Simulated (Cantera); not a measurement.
Feed: 1 mol Pb, 0.12 mol CO, 0.44 mol N2, at 1027 °C.

These are equilibrium values from Cantera (NASA tables, ideal gas, pure condensed phases), not measurements of a reactor. Candidate condensed phases: C, Pb, PbO, PbO2, Pb3O4; 27 gas species. Equilibrium is a limit: real reactors are often held back by kinetics, nucleation or transport.

Problem. What share of the Pb ends up in condensed phases as a function of P (Pa), at 10, 100, 1000, 10000, 100000, 1000000?

Solution. 
| P (Pa) | Pb condensed (%) | as |
|---|---|---|
| 10 | 0.0 | - |
| 100 | 0.0 | - |
| 1000 | 80.1 | Pb(l) |
| 10000 | 98.5 | Pb(l) |
| 100000 | 99.9 | Pb(l) |
| 1000000 | 100.0 | Pb(l) |
